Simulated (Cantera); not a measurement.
Input: 1 mol SiH4, 0.3 mol HCl, 40 mol N2, equilibrated at 0.133 bar.

These are equilibrium values from Cantera (NASA tables, ideal gas, pure condensed phases), not measurements of a reactor. Candidate condensed phases: NH4Cl, Si, Si3N4; 28 gas species. The numbers say what is thermodynamically allowed, not how fast it happens. All values below are at 1550 K.

Base state: N2 0.945, H2 0.0481, HCl 0.00713, SiCl2 3.47e-5, H 1.89e-5 (mole fractions); condensed: Si3N4(s).

Problem. What changes in the equilibrium state with this change: SiH4 replaced by Si2Cl6?

Solution. 
| species | before | after |
|---|---|---|
| N2 | 0.945 | 0.946 |
| SiCl4 | 4.54e-8 | 0.0182 |
| SiCl2 | 3.47e-5 | 0.0181 |
| H2 | 0.0481 | 5.96e-5 |
| SiCl3 | 7.51e-7 | 0.0109 |
| SiHCl3 | 3.76e-8 | 1.92e-5 |
| H | 1.89e-5 | 6.66e-7 |
| Cl | 2.24e-6 | 6.20e-5 |
| HCl | 0.00713 | 0.00695 |
| Si3N4(s), mol | 0.333 | 0 |
The feed counts by its element totals alone. The tables' values for SiCl3 are old estimates; treat these amounts as uncertain.
